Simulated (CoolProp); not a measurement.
A simple Rankine cycle with R1336mzz(Z): condensing at 315.15 K, boiler at 0.71 MPa, turbine inlet 413.4 K, turbine efficiency 0.7, pump efficiency 0.8, no recuperator. Each further row changes one setting.

The numbers come from the reference Helmholtz-energy equation of state, McLinden 2020 in CoolProp.

```
case                             thermal efficiency (%)  net work (kJ/kg)  heat in (kJ/kg)  turbine exit temperature (K)  volume ratio over the turbine
-------------------------------  ----------------------  ----------------  ---------------  ----------------------------  -----------------------------
as stated                                           8.4              20.8              248                         384.6                           5.34
turbine inlet 433.4 K                               8.2              22.2              270                         405.0                           5.26
condensing temperature 307.15 K                     9.5              24.4              258                         380.4                           7.06
boiler pressure 0.497 MPa                           6.7              16.9              252                         391.9                           3.65
turbine efficiency 0.6                              7.2              17.8              248                         387.6                           5.39
```
